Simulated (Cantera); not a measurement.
Input: 1 mol Al, 8.1 mol HCl, 1.1 mol N₂, held at 1250 K and 1000 Pa.

Cantera equilibrium calculation (NASA polynomials, part measured and part estimated; ideal gas, pure solids and liquids). Candidate condensed phases: Al, AlCl₃, AlN, NH₄Cl; 20 gas species. The tables' values for AlCl₂ are old estimates; treat these amounts as uncertain. Rates play no part.

Base state: HCl 0.586, H₂ 0.172, N₂ 0.126, AlCl₃ 0.115, AlCl₂ 6.69e-5 (mole fractions); condensed: gas only.

Problem. What changes in the equilibrium state with this change: 1.6 mol O₂ added?

Solution. 
| species | before | after |
|---|---|---|
| HCl | 0.586 | 0.741 |
| N₂ | 0.126 | 0.111 |
| O₂ | 0 | 0.0668 |
| H₂ | 0.172 | 5.01e-8 |
| AlCl₃ | 0.115 | 1.05e-6 |
| H₂O | 0 | 0.0375 |
| Cl₂ | 5.59e-9 | 0.0307 |
| Cl | 5.83e-6 | 0.0137 |
| AlCl₂ | 6.69e-5 | <1e-9 |
| NO | 0 | 5.97e-5 |
| Al₂O₃(s), mol | 0 | 0.500 |
Further candidate phases: Al₂O₃, H₂O.
